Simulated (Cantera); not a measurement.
**Stirred combustor or abatement burner**

A perfectly stirred reactor is fed with CH4 : O2 : N2 : H2O : H2 = 1 : 3.7 : 28.1 : 1.2 : 3.4 (molar parts), at 4.80 bar; it is adiabatic with a 425 K inlet, and is followed from long to short residence time, starting on the burning branch (τ in s: 0.034, 0.015, 0.0064, 0.0028, 0.0012, 0.00053, 0.00023, 0.0001, 4.4e-05, 1.9e-05, 8.4e-06).

Computed with Cantera and GRI-Mech 3.0 (53 species, 325 reactions).

| τ (s) | T (K) | x CH4 | x O2 | x H2O | x H2 | x CH2 |
|---|---|---|---|---|---|---|
| 0.034 | 1700 | 1.36e-5 | 0.00151 | 0.182 | 0.00203 | 1.14e-7 |
| 0.015 | 1692 | 2.29e-5 | 0.00198 | 0.181 | 0.00261 | 2.14e-7 |
| 0.0064 | 1681 | 4.01e-5 | 0.00265 | 0.180 | 0.00339 | 3.94e-7 |
| 0.0028 | 1667 | 7.13e-5 | 0.00354 | 0.179 | 0.00437 | 6.82e-7 |
| 0.0012 | 1646 | 0.000135 | 0.00488 | 0.177 | 0.00569 | 1.15e-6 |
| 0.00053 | 1616 | 0.000281 | 0.00696 | 0.174 | 0.00748 | 1.85e-6 |
| 0.00023 | 425 | 0.0267 | 0.0989 | 0.0321 | 0.0909 | <1e-12 |
| 0.00010 | 425 | 0.0267 | 0.0989 | 0.0321 | 0.0909 | <1e-12 |
| 4.4e-5 | 425 | 0.0267 | 0.0989 | 0.0321 | 0.0909 | <1e-12 |
| 1.9e-5 | 425 | 0.0267 | 0.0989 | 0.0321 | 0.0909 | <1e-12 |
| 8.4e-6 | 425 | 0.0267 | 0.0989 | 0.0321 | 0.0909 | <1e-12 |
x: mole fraction; the columns are a selection and need not sum to one.
